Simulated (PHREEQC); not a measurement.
H2SO4 is added in steps, without added water, to 1 kg of water holding 0.0025 mol NaH2PO4 and 0.0037 mol ZnSO4, at 25 °C. Oxygen alone is held at its pressure in air (log pO2 = -0.68). The system is closed to CO2. The run lets Zn(OH)2-e, Zn4(OH)6SO4, Zn3(PO4)2:4w, Mirabilite, Goslarite precipitate or redissolve, and no other solid.

Base run: PHREEQC, ion-association model, wateq4f.dat. Each further column changes one thing. The table gives H3PO4 (mol/kgw).

```json
[
 {"H2SO4 added (mol)": "0", "base": "3.78e-6", "NaH2PO4 from 0.0025 to 0.00225 mol/kgw": "3.26e-6", "ZnSO4 from 0.0037 to 0.037 mol/kgw": "6.09e-6", "no solid may form": "3.78e-6"},
 {"H2SO4 added (mol)": "0.0003375", "base": "0.000128", "NaH2PO4 from 0.0025 to 0.00225 mol/kgw": "0.000118", "ZnSO4 from 0.0037 to 0.037 mol/kgw": "7.95e-5", "no solid may form": "0.000128"},
 {"H2SO4 added (mol)": "0.000675", "base": "0.000244", "NaH2PO4 from 0.0025 to 0.00225 mol/kgw": "0.000223", "ZnSO4 from 0.0037 to 0.037 mol/kgw": "0.000154", "no solid may form": "0.000244"},
 {"H2SO4 added (mol)": "0.0008437", "base": "0.000297", "NaH2PO4 from 0.0025 to 0.00225 mol/kgw": "0.000272", "ZnSO4 from 0.0037 to 0.037 mol/kgw": "0.000190", "no solid may form": "0.000297"},
 {"H2SO4 added (mol)": "0.001181", "base": "0.000397", "NaH2PO4 from 0.0025 to 0.00225 mol/kgw": "0.000362", "ZnSO4 from 0.0037 to 0.037 mol/kgw": "0.000259", "no solid may form": "0.000397"},
 {"H2SO4 added (mol)": "0.001519", "base": "0.000487", "NaH2PO4 from 0.0025 to 0.00225 mol/kgw": "0.000444", "ZnSO4 from 0.0037 to 0.037 mol/kgw": "0.000324", "no solid may form": "0.000487"},
 {"H2SO4 added (mol)": "0.001856", "base": "0.000569", "NaH2PO4 from 0.0025 to 0.00225 mol/kgw": "0.000519", "ZnSO4 from 0.0037 to 0.037 mol/kgw": "0.000385", "no solid may form": "0.000569"},
 {"H2SO4 added (mol)": "0.002025", "base": "0.000608", "NaH2PO4 from 0.0025 to 0.00225 mol/kgw": "0.000554", "ZnSO4 from 0.0037 to 0.037 mol/kgw": "0.000414", "no solid may form": "0.000608"},
 {"H2SO4 added (mol)": "0.002363", "base": "0.000680", "NaH2PO4 from 0.0025 to 0.00225 mol/kgw": "0.000619", "ZnSO4 from 0.0037 to 0.037 mol/kgw": "0.000471", "no solid may form": "0.000680"},
 {"H2SO4 added (mol)": "0.0027", "base": "0.000747", "NaH2PO4 from 0.0025 to 0.00225 mol/kgw": "0.000679", "ZnSO4 from 0.0037 to 0.037 mol/kgw": "0.000525", "no solid may form": "0.000747"}
]
```

H3PO4, which wateq4f.dat lacks, is added to it with the constant of phreeqc.dat. The database has no phosphate complexes of Zn.
